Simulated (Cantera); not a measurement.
A closed system holds: 1 mol SiH2Cl2, 71 mol H2, 0.12 mol Cl2, at 218 Torr.

Cantera equilibrium calculation (NASA polynomials, part measured and part estimated; ideal gas, pure solids and liquids). Candidate condensed phases: Si; 19 gas species. Kinetics and transport are ignored.

Over these rows the condensed part is Si(s). Partial pressures as log10 of bar:

| T (K) | 1000/T (1/K) | log p SiCl4 | log p H2 | log p HCl |
|---|---|---|---|---|
| 975 | 1.0256 | -3.00 | -0.54 | -2.78 |
| 1075 | 0.9302 | ? | -0.55 | -2.47 |
| 1175 | 0.8511 | -3.47 | -0.55 | -2.26 |
| 1275 | 0.7843 | -4.04 | -0.55 | -2.16 |
| 1375 | 0.7273 | -4.75 | -0.55 | -2.13 |
| 1475 | 0.6780 | -5.44 | -0.55 | -2.13 |

Fit log p(SiCl4) = a + b·(1000/T) to the five rows, give the apparent enthalpy, and predict the row at 1075 K.

Means: 1000/T = 0.8133, log p = -4.140. Sxy = 0.492798, Sxx = 0.0730432, so b = 6.75 and a = -4.140 − (6.75)×0.8133 = -9.63.
Apparent enthalpy: −19.145 × (6.75) = -129 kJ/mol. With the condensed phases at unit activity, Si(s) + 4 HCl(g) = SiCl4(g) + 2 H2(g) links this pressure to the main gases: over the six rows their terms move log p by +2.62 in all, so the slope isn't that reaction's ΔH° alone. The five rows lie within 0.42 of the line; that is curvature, so one enthalpy describes this range poorly.
Prediction at 1075 K: -9.63 + (6.75)×0.9302 = -3.35. The computed value is -3.15, 0.20 from the line.
